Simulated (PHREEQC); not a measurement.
Model water analysis in mmol/kgw, 55 °C, pH 6.4: Na 154; K 26.4; Ca 6.7; Mg 14.4; Cl 230; S(6) 1.25; Alkalinity (meq/kgw) 5.61e-06; Li 3.39.

Cl is adjusted to close the charge balance.
Valence states are taken as typed.

The numbers come from PHREEQC with the Pitzer model, pitzer.dat.

| Item | Value |
|---|---|
| ionic strength | 0.248 mol/kgw |
| activity of water | 0.993 |
| specific conductance | 38700 µS/cm |
| density | 0.995 g/cm³ |
| osmotic coefficient | 0.909 |

```csv
species,molality,activity,log γ
Cl-,0.224,0.155,-0.159
Na+,0.154,0.112,-0.137
K+,0.0264,0.0187,-0.151
Mg+2,0.0144,0.00403,-0.553
Ca+2,0.00670,0.00176,-0.582
Li+,0.00339,0.00254,-0.125
SO4-2,0.00125,0.000200,-0.797
```

This is a speciation only: nothing precipitates in the calculation. Complexes and solids missing from the database can't appear. Away from 25 °C the constants follow the database's enthalpies or fits; those with neither stay at their 25 °C values.
